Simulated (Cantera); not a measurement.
Input: 1 mol Al, 2.7 mol BCl3, 0.33 mol H2, 2.6 mol Cl2, held at 400 K and 1.20 Pa.

These are equilibrium values from Cantera (NASA tables, ideal gas, pure condensed phases), not measurements of a reactor. Candidate condensed phases: Al, AlCl3, B; 20 gas species. The numbers say what is thermodynamically allowed, not how fast it happens.

Base state: BCl3 0.582, Cl2 0.166, HCl 0.142, Al2Cl6 0.105, AlCl3 0.00515 (mole fractions); condensed: gas only.

Task: What changes in the equilibrium state with this change: temperature from 400 K to 948.15 K?

Result: 
| species | before | after |
|---|---|---|
| BCl3 | 0.582 | 0.521 |
| AlCl3 | 0.00515 | 0.193 |
| Cl2 | 0.166 | 0.139 |
| Al2Cl6 | 0.105 | 9.52e-8 |
| Cl | <1e-9 | 0.0185 |
| HCl | 0.142 | 0.127 |
